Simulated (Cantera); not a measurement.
Cantera run:

```python
import numpy as np
import cantera as ct

gas_names = """
    CL CL2 H HCL H2 N NH NH2 NH3 N2 N2H2 N2H4 Si SiCL SiCL2 SiCL3 SiCL4 SiH SiHCL3 SiH2 SiH2CL2 SiH3
    SiH3CL SiH4 SiN Si2 Si2N Si3
""".split()
cond_names = """
    NH4CL(a) NH4CL(b) Si(cr) Si(L) Si3N4(a)
""".split()


def load(file, names, dense=False):
    # The tables refer to 1 bar. Condensed volumes are neglected.
    table = {s.name: s for s in ct.Species.list_from_file(file)}
    out = []
    for n in names:
        d = dict(table[n].input_data)
        d["thermo"] = dict(d["thermo"], **{"reference-pressure": 1e5})
        if dense:
            d["equation-of-state"] = {"model": "constant-volume", "density": "1e6 g/cm^3"}
        out.append(ct.Species.from_dict(d))
    return out


gas = ct.Solution(thermo="ideal-gas", species=load("nasa_gas.yaml", gas_names))
cond = {s.name: ct.Solution(thermo="fixed-stoichiometry", species=[s], name=s.name)
        for s in load("nasa_condensed.yaml", cond_names, dense=True)}
atoms = {
    'SiH2Cl2': {'Si': 1, 'H': 2, 'CL': 2},
    'N2': {'N': 2},
}
top_T = {'Si3N4(a)': 2400}  # K; cautious upper limits of use, not melting points


def equilibrate(T, P, feed):
    n = {}
    for name, mol in feed.items():
        for a, k in atoms[name].items():
            n[a] = n.get(a, 0.0) + k * mol
    gas.TPX = T, P, n
    mass = sum(n.values()) * gas.mean_molecular_weight
    gas.equilibrate("TP")
    valid = [c for c in cond.values() if c.min_temp <= T <= top_T.get(c.name, c.max_temp)]
    mix = ct.Mixture([(gas, mass / gas.mean_molecular_weight)] + [(c, 0.0) for c in valid])
    mix.T, mix.P = T, P
    mix.equilibrate("TP", solver="vcs", rtol=1e-11, max_steps=5000)
    return mix


results = []
T = 1823.15  # K
P = 1600  # Pa
for m in [2.7, 8.5, 14, 20, 26, 32, 37, 43, 49, 55, 61]:
    feed = {'SiH2Cl2': 1, 'N2': m}  # mol
    mix = equilibrate(T, P, feed)
    results.append((T, P, feed, dict(zip(mix.species_names, mix.species_moles))))
    x = sorted(zip(gas.X, gas.species_names), reverse=True)
    print(f"T = {T:g} K  P = {P:g} Pa  n(N2) = {m:g} mol  gas = {mix.phase_moles(0):.4g} mol")
    print("   x: " + "  ".join(f"{s} {v:.3e}" for v, s in x if v > 1e-06))
    print("   condensed (mol): " + ("  ".join(f"{mix.phase(i).name} {mix.phase_moles(i):.4g}"
          for i in range(1, mix.n_phases) if mix.phase_moles(i) > 1e-12) or "none"))
```

Output:

```
T = 1823.15 K  P = 1600 Pa  n(N2) = 2.7 mol  gas = 4.702 mol
   x: N2 5.742e-01  H2 1.648e-01  SiCL2 1.615e-01  HCL 9.428e-02  SiCL3 2.167e-03  H 1.392e-03  SiCL 6.149e-04  CL 6.076e-04  Si 2.769e-04  SiCL4 4.490e-05  SiHCL3 2.083e-05  Si2N 1.722e-05  SiH 1.519e-05  SiN 1.098e-05  SiH2 5.794e-06  Si2 1.792e-06  SiH2CL2 1.765e-06
   condensed (mol): Si(L) 0.2254
T = 1823.15 K  P = 1600 Pa  n(N2) = 8.5 mol  gas = 10.36 mol
   x: N2 8.061e-01  H2 7.457e-02  SiCL2 7.361e-02  HCL 4.294e-02  H 9.365e-04  SiCL3 6.685e-04  SiCL 4.138e-04  CL 4.114e-04  Si 2.752e-04  Si2N 2.017e-05  SiN 1.294e-05  SiH 1.015e-05  SiCL4 9.380e-06  SiHCL3 4.322e-06  SiH2 2.606e-06  Si2 1.771e-06
   condensed (mol): Si3N4(a) 0.07414
T = 1823.15 K  P = 1600 Pa  n(N2) = 14 mol  gas = 15.86 mol
   x: N2 8.731e-01  H2 4.834e-02  SiCL2 4.784e-02  HCL 2.862e-02  H 7.540e-04  SiCL3 3.597e-04  CL 3.406e-04  SiCL 3.249e-04  Si 2.610e-04  Si2N 1.887e-05  SiN 1.277e-05  SiH 7.752e-06  SiCL4 4.179e-06  SiHCL3 1.873e-06  SiH2 1.602e-06  Si2 1.592e-06
   condensed (mol): Si3N4(a) 0.07498
T = 1823.15 K  P = 1600 Pa  n(N2) = 20 mol  gas = 21.87 mol
   x: N2 9.078e-01  H2 3.492e-02  SiCL2 3.462e-02  HCL 2.097e-02  H 6.409e-04  CL 2.935e-04  SiCL 2.728e-04  Si 2.543e-04  SiCL3 2.243e-04  Si2N 1.827e-05  SiN 1.268e-05  SiH 6.420e-06  SiCL4 2.246e-06  Si2 1.512e-06  SiH2 1.128e-06
   condensed (mol): Si3N4(a) 0.07503
T = 1823.15 K  P = 1600 Pa  n(N2) = 26 mol  gas = 27.87 mol
   x: N2 9.275e-01  H2 2.733e-02  SiCL2 2.712e-02  HCL 1.653e-02  H 5.669e-04  CL 2.617e-04  Si 2.507e-04  SiCL 2.397e-04  SiCL3 1.567e-04  Si2N 1.794e-05  SiN 1.264e-05  SiH 5.598e-06  Si2 1.469e-06  SiCL4 1.398e-06
   condensed (mol): Si3N4(a) 0.07477
T = 1823.15 K  P = 1600 Pa  n(N2) = 32 mol  gas = 33.87 mol
   x: N2 9.403e-01  H2 2.244e-02  SiCL2 2.229e-02  HCL 1.364e-02  H 5.137e-04  Si 2.484e-04  CL 2.383e-04  SiCL 2.163e-04  SiCL3 1.173e-04  Si2N 1.774e-05  SiN 1.261e-05  SiH 5.027e-06  Si2 1.443e-06
   condensed (mol): Si3N4(a) 0.07438
T = 1823.15 K  P = 1600 Pa  n(N2) = 37 mol  gas = 38.88 mol
   x: N2 9.479e-01  H2 1.952e-02  SiCL2 1.941e-02  HCL 1.191e-02  H 4.792e-04  Si 2.470e-04  CL 2.230e-04  SiCL 2.013e-04  SiCL3 9.553e-05  Si2N 1.762e-05  SiN 1.259e-05  SiH 4.664e-06  Si2 1.427e-06
   condensed (mol): Si3N4(a) 0.07399
T = 1823.15 K  P = 1600 Pa  n(N2) = 43 mol  gas = 44.88 mol
   x: N2 9.548e-01  H2 1.689e-02  SiCL2 1.680e-02  HCL 1.033e-02  H 4.457e-04  Si 2.459e-04  CL 2.079e-04  SiCL 1.869e-04  SiCL3 7.712e-05  Si2N 1.751e-05  SiN 1.258e-05  SiH 4.317e-06  Si2 1.413e-06
   condensed (mol): Si3N4(a) 0.0735
T = 1823.15 K  P = 1600 Pa  n(N2) = 49 mol  gas = 50.89 mol
   x: N2 9.601e-01  H2 1.488e-02  SiCL2 1.481e-02  HCL 9.120e-03  H 4.183e-04  Si 2.450e-04  CL 1.956e-04  SiCL 1.751e-04  SiCL3 6.394e-05  Si2N 1.743e-05  SiN 1.257e-05  SiH 4.037e-06  Si2 1.403e-06
   condensed (mol): Si3N4(a) 0.07297
T = 1823.15 K  P = 1600 Pa  n(N2) = 55 mol  gas = 56.89 mol
   x: N2 9.642e-01  H2 1.330e-02  SiCL2 1.324e-02  HCL 8.163e-03  H 3.954e-04  Si 2.442e-04  CL 1.852e-04  SiCL 1.653e-04  SiCL3 5.412e-05  Si2N 1.737e-05  SiN 1.256e-05  SiH 3.805e-06  Si2 1.395e-06
   condensed (mol): Si3N4(a) 0.07243
T = 1823.15 K  P = 1600 Pa  n(N2) = 61 mol  gas = 62.89 mol
   x: N2 9.676e-01  H2 1.202e-02  SiCL2 1.197e-02  HCL 7.387e-03  H 3.759e-04  Si 2.437e-04  CL 1.763e-04  SiCL 1.570e-04  SiCL3 4.658e-05  Si2N 1.732e-05  SiN 1.255e-05  SiH 3.609e-06  Si2 1.388e-06
   condensed (mol): Si3N4(a) 0.07187
```

Method: chemical equilibrium by Gibbs-energy minimisation in Cantera with the NASA 1993 tables (ideal gas, pure condensed phases). The tables' values for SiCl3, SiCl, SiN are old estimates; treat these amounts as uncertain.
